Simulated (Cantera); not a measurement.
A freely propagating, adiabatic, planar premixed flame of 6.91 % CH4, 5.11 % H2, 18.3 % O2, 69.7 % N2, equivalence ratio 0.90, unburnt at 300 K and 1.30 bar; mixture-averaged transport, grid criteria slope 0.08 and curve 0.16, no radiation.

Detailed kinetics in Cantera: GRI-Mech 3.0 (53 species, 325 reactions). Burning velocities carry a grid error of a few per cent, more on coarse grids.

**Question.** Predict: laminar burning velocity; thermal thickness; peak x(H2O2); peak x(OH); peak x(HCN).

**Answer.** 
```json
{
 "laminar_burning_velocity": "42.6 cm/s",
 "thermal_thickness": "0.326 mm",
 "peak x(H2O2)": "4.12e-5",
 "peak x(OH)": "0.00754",
 "peak x(HCN)": "9.76e-7"
}
```
